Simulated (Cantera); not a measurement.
What does this Cantera script print?

```python
import numpy as np
import cantera as ct

gas = ct.Solution("gri30.yaml", transport_model="mixture-averaged")
show = ['CH3', 'H2', 'N2']

rows = []
print(f"{'T/K':>7s}{'rho':>11s}{'cp':>10s}{'mu':>11s}{'lambda':>11s}{'Pr':>7s}" + "".join(f"{'D_' + s:>11s}" for s in show))
for T in [400, 600, 800, 1000, 1200, 1400, 1600, 1800, 2000]:
    gas.TPX = T, 7200, {'NO': 0.96, 'H2O': 0.076}
    Pr = gas.cp_mass * gas.viscosity / gas.thermal_conductivity
    D = [gas.mix_diff_coeffs_mole[gas.species_index(s)] for s in show]
    rows.append([gas.density, gas.cp_mass, gas.viscosity, gas.thermal_conductivity, Pr, *D])
    print(f"{T:7g}{gas.density:11.4e}{gas.cp_mass:10.1f}{gas.viscosity:11.4e}"
          f"{gas.thermal_conductivity:11.4e}{Pr:7.3f}" + "".join(f"{d:11.4e}" for d in D))
print("SI units: kg/m3, J/kg/K, Pa s, W/m/K, m2/s")
```

Output:

```
    T/K        rho        cp         mu     lambda     Pr      D_CH3       D_H2       D_N2
    400 6.3056e-02    1039.6 2.2481e-05 3.2732e-02  0.714 5.2501e-04 1.7985e-03 4.8184e-04
    600 4.2037e-02    1085.2 3.0046e-05 4.6108e-02  0.707 1.0612e-03 3.5574e-03 9.6612e-04
    800 3.1528e-02    1140.2 3.6634e-05 5.9096e-02  0.707 1.7312e-03 5.7484e-03 1.5702e-03
   1000 2.5222e-02    1185.4 4.2601e-05 7.1478e-02  0.706 2.5207e-03 8.3294e-03 2.2819e-03
   1200 2.1019e-02    1217.2 4.8129e-05 8.3242e-02  0.704 3.4204e-03 1.1271e-02 3.0928e-03
   1400 1.8016e-02    1243.8 5.3322e-05 9.4430e-02  0.702 4.4233e-03 1.4552e-02 3.9969e-03
   1600 1.5764e-02    1265.9 5.8248e-05 1.0509e-01  0.702 5.5240e-03 1.8154e-02 4.9892e-03
   1800 1.4012e-02    1284.1 6.2952e-05 1.1528e-01  0.701 6.7180e-03 2.2064e-02 6.0659e-03
   2000 1.2611e-02    1298.8 6.7468e-05 1.2505e-01  0.701 8.0018e-03 2.6267e-02 7.2236e-03
SI units: kg/m3, J/kg/K, Pa s, W/m/K, m2/s
```

Detailed kinetics in Cantera: GRI-Mech 3.0 (53 species, 325 reactions). Polar gases are described roughly by these parameters. The composition is frozen, though it would react at the higher temperatures.
